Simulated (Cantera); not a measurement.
Cantera with NASA thermochemical tables; ideal gases at 1 bar, condensed phases pure. Values are per mole of reaction as written; species without (g) are pure solids or liquids, kept so even where they would boil at 1 bar.

**Question.** Between 700 and 1700 K, where is each reaction favourable under standard conditions?
- 2 LiCl → 2 Li + Cl2(g)
- 3 Li2O + 3 Cl2(g) → 6 LiCl(g) + O3(g)
- Li + Cl(g) → LiCl(g)

**Answer.** 
- 2 LiCl → 2 Li + Cl2(g): ΔG° is 702 kJ at 700 K and 587 kJ at 1700 K; it stays positive (K < 1). ΔH° is 751 kJ and ΔS° 96 J/K at 1700 K.
- 3 Li2O + 3 Cl2(g) → 6 LiCl(g) + O3(g): ΔG° is 259 kJ at 700 K and -388 kJ at 1700 K; it changes sign between 900 and 1100 K. ΔH° is 641 kJ and ΔS° 606 J/K at 1700 K.
- Li + Cl(g) → LiCl(g): ΔG° is -325 kJ at 700 K and -317 kJ at 1700 K; it stays negative (K > 1). ΔH° is -340 kJ and ΔS° -13 J/K at 1700 K.
